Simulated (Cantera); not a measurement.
# Transport properties of process gases

Gas mixture: 28.1 % C2H6, 44.8 % C3H8, 10.9 % C2H2, 16.1 % C2H4, at 0.260 bar, frozen composition.

Cantera's kinetic-theory transport with the Lennard-Jones parameters of GRI-Mech 3.0, ideal gas; thermal conductivity in the multicomponent form. The composition is frozen, though it would react at the higher temperatures.

```csv
T (K),ρ (kg/m³),cp (J/kg/K),μ (µPa s),λ (mW/m/K),Pr,D (cm²/s) CH3,D (cm²/s) H,D (cm²/s) OH
400,0.278,2093,11.8,32.7,0.758,0.967,5.06,1.33
600,0.185,2826,16.8,62.3,0.761,2.00,10.5,2.70
800,0.139,3378,21.1,93.4,0.762,3.31,17.3,4.41
1000,0.111,3803,24.8,124,0.761,4.85,25.4,6.43
1200,0.0927,4107,28.3,153,0.759,6.61,34.6,8.74
1400,0.0795,4354,31.5,181,0.758,8.57,44.9,11.3
1600,0.0696,4552,34.5,207,0.757,10.7,56.2,14.1
```
D: mixture-averaged diffusion coefficient of that species in the mixture.
